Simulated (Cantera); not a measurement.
A perfectly stirred reactor is fed with 1.27 % CH2O, 0.881 % O2, 97.8 % N2, equivalence ratio 1.4, at 20.0 bar; it is held at 1000 K, and followed from long to short residence time.

Cantera simulation using GRI-Mech 3.0 (53 species, 325 reactions); the numbers are that mechanism's predictions, not measurements. The pressure lies above the range GRI-Mech 3.0 was tuned for (to about 10 atm).

One state of this run: x CH2O = 0.00155; x O2 = 0.00389; x C2H = <1e-12; x HCN = <1e-12; x CH2CO = 1.28e-9; x O = 4.07e-9; x NO = <1e-12. x: mole fraction; the columns are a selection and need not sum to one.

### Question
Which value of τ (s) does it belong to?
A. 0.016
B. 0.13
C. 0.0078
D. 0.065

### Answer
C, 0.0078
